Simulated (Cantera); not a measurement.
**Premixed flame**

A freely propagating, adiabatic, planar premixed flame of CH4 : C2H6 : O2 : N2 = 1 : 0.48 : 4.72 : 17.7 (molar parts), equivalence ratio 0.78, unburnt at 550 K and 82.5 Torr; mixture-averaged transport, grid criteria slope 0.08 and curve 0.16, no radiation.

Computed with Cantera and GRI-Mech 3.0 (53 species, 325 reactions). Burning velocities carry a grid error of a few per cent, more on coarse grids.

```tsv
z (mm)	T (K)	u (m/s)	x CH4	x C2H6	x O2	x CH2CO	x N2O	x HO2
-7.60	550	1.34	0.0418	0.0201	0.197	<1e-8	<1e-8	1.29e-7
-5.07	551	1.34	0.0417	0.0200	0.197	<1e-8	<1e-8	2.01e-6
-3.80	554	1.35	0.0415	0.0200	0.197	5.71e-8	<1e-8	9.99e-6
-2.53	588	1.44	0.0404	0.0197	0.194	1.26e-6	<1e-8	4.42e-5
-1.27	869	2.16	0.0321	0.0154	0.171	4.29e-5	<1e-8	7.00e-5
-0.633	1220	3.08	0.0203	0.00711	0.138	0.000175	<1e-8	0.000154
0	1568	4.01	0.00656	0.000585	0.0971	0.000244	<1e-8	0.000160
0.633	1707	4.38	0.000817	4.05e-6	0.0718	5.98e-5	1.36e-8	2.40e-5
1.27	1737	4.44	5.66e-5	<1e-8	0.0616	4.35e-6	1.82e-8	3.39e-6
2.53	1760	4.49	2.35e-7	<1e-8	0.0555	1.24e-8	2.08e-8	1.98e-6
5.07	1790	4.54	<1e-8	<1e-8	0.0525	<1e-8	2.08e-8	1.79e-6
10.1	1828	4.63	<1e-8	<1e-8	0.0511	<1e-8	2.17e-8	1.60e-6
20.3	1884	4.75	<1e-8	<1e-8	0.0499	<1e-8	2.41e-8	1.36e-6
```
x: mole fraction of selected species; z is measured from the peak of heat release.

| Quantity | Result |
|---|---|
| laminar burning velocity | 134 cm/s |
| thermal thickness | 2.53 mm |
| peak x(CH2CO) | 0.000262 |
| peak x(HO2) | 0.000200 |
| grid points | 152 |
